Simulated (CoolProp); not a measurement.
A simple Rankine cycle with R141b: condensing at 324.15 K, boiler at 1.1 MPa, turbine inlet 401.5 K, turbine efficiency 0.9, pump efficiency 0.7, no recuperator. Each further row changes one setting.

Computed with CoolProp (reference Helmholtz-energy equation of state, Lemmon 2006). It is a short technical equation, of lower accuracy than the large ones.

```tsv
case	thermal efficiency (%)	net work (kJ/kg)	heat in (kJ/kg)	turbine exit temperature (K)	volume ratio over the turbine
as stated	13.6	36.1	264	341.8	5.79
turbine inlet 421.5 K	[?]	39.0	286	362.7	[?]
condensing temperature 316.15 K	15.0	[?]	[?]	334.6	7.35
boiler pressure 0.77 MPa	11.3	30.6	271	356.0	[?]
turbine efficiency 0.8	[?]	[?]	264	346.6	5.89
```

### Question
Fill in the missing entries.

### Answer

- turbine inlet 421.5 K, thermal efficiency (%): 13.7
- turbine inlet 421.5 K, volume ratio over the turbine: 5.67
- condensing temperature 316.15 K, net work (kJ/kg): 41.2
- condensing temperature 316.15 K, heat in (kJ/kg): 274
- boiler pressure 0.77 MPa, volume ratio over the turbine: 3.94
- turbine efficiency 0.8, thermal efficiency (%): 12.1
- turbine efficiency 0.8, net work (kJ/kg): 31.9
